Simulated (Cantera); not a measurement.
Input (Python, Cantera):

```python
import numpy as np
import cantera as ct

gas = ct.Solution("gri30.yaml")
gas.TPX = 650, 100000, {'CH4': 1, 'CO': 0.14, 'O2': 2.2, 'N2': 9.25}
flame = ct.FreeFlame(gas, width=0.04)
flame.set_refine_criteria(ratio=3, slope=0.08, curve=0.16)
flame.transport_model = "mixture-averaged"
flame.solve(loglevel=0, auto=True)
z, T = flame.grid, flame.T
thick = (T[-1] - T[0]) / np.gradient(T, z).max()
show = ['CH4', 'CO', 'O2', 'NO', 'C2H', 'OH']
print(f"laminar burning velocity  {flame.velocity[0] * 100:.3f} cm/s")
print(f"burnt temperature         {T[-1]:.1f} K")
print(f"thermal thickness         {thick * 1e3:.4f} mm")
print(f"grid points               {len(z)}")
z0 = z[flame.heat_release_rate.argmax()]
print(f"{'z/mm':>9s}{'T/K':>9s}{'u/(m/s)':>9s}" + "".join(f"{s:>11s}" for s in show))
rows = []
for k in (-3, -2, -1.5, -1, -0.5, -0.25, 0, 0.25, 0.5, 1, 2, 4, 8):
    zz = z0 + k * thick
    rows.append([k * thick, np.interp(zz, z, T), np.interp(zz, z, flame.velocity),
                 *(np.interp(zz, z, flame.X[gas.species_index(s)]) for s in show)])
    print(f"{rows[-1][0] * 1e3:9.3f}{rows[-1][1]:9.1f}{rows[-1][2]:9.3f}" + "".join(f"{x:11.3e}" for x in rows[-1][3:]))
```

Result:

```
laminar burning velocity  131.795 cm/s
burnt temperature         2298.4 K
thermal thickness         0.3578 mm
grid points               146
     z/mm      T/K  u/(m/s)        CH4         CO         O2         NO        C2H         OH
   -1.073    650.1    1.319  7.935e-02  1.111e-02  1.746e-01  1.786e-10  1.994e-24  1.304e-11
   -0.716    651.4    1.323  7.914e-02  1.112e-02  1.743e-01  2.067e-09  1.668e-21  1.088e-09
   -0.537    656.4    1.336  7.864e-02  1.119e-02  1.737e-01  1.036e-08  1.497e-19  1.990e-08
   -0.358    693.3    1.417  7.592e-02  1.198e-02  1.707e-01  9.014e-08  1.603e-16  9.640e-07
   -0.179    981.5    2.029  5.747e-02  2.061e-02  1.476e-01  1.115e-06  5.457e-12  4.165e-05
   -0.089   1344.0    2.804  3.320e-02  3.462e-02  1.132e-01  2.994e-06  2.266e-09  3.591e-04
    0.000   1712.7    3.597  8.474e-03  4.965e-02  6.954e-02  6.680e-06  1.136e-07  2.384e-03
    0.089   1871.2    3.929  6.656e-04  4.794e-02  4.286e-02  1.155e-05  7.937e-08  6.282e-03
    0.179   1917.6    4.011  2.670e-05  3.906e-02  3.332e-02  1.503e-05  3.502e-09  8.267e-03
    0.358   1971.1    4.098  6.270e-08  2.910e-02  2.794e-02  1.927e-05  3.933e-12  9.058e-03
    0.716   2039.1    4.218  7.957e-12  2.334e-02  2.475e-02  2.569e-05  2.337e-16  8.998e-03
    1.431   2116.6    4.357  8.691e-17  1.980e-02  2.197e-02  3.678e-05  1.104e-22  8.314e-03
    2.862   2191.0    4.488  2.877e-17  1.587e-02  1.912e-02  5.634e-05  1.686e-23  7.187e-03
```

Detailed kinetics in Cantera: GRI-Mech 3.0 (53 species, 325 reactions). Burning velocities carry a grid error of a few per cent, more on coarse grids.
